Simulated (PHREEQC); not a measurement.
Make-up at 75 °C: 48 mmol/kgw HF and 180 mmol/kgw (CH3)4NF. Closed to the air; pH follows from the charge balance.

The numbers come from PHREEQC with the ion-association model, phreeqc.dat.

No solid was allowed to form.

**Question.** Estimate the pH.

**Answer.** pH 4.18.

**Question.** In which forms is F present?

**Answer.** F- 70 %, HF2- 17 %, HF 12 % of the F.

Species that the database lacks are ignored. (CH3)4N+ isn't in the database: it is added as a free cation with an ion size of 4 Å. At this temperature some constants are extrapolated from 25 °C, and those without enthalpy data are left unchanged.
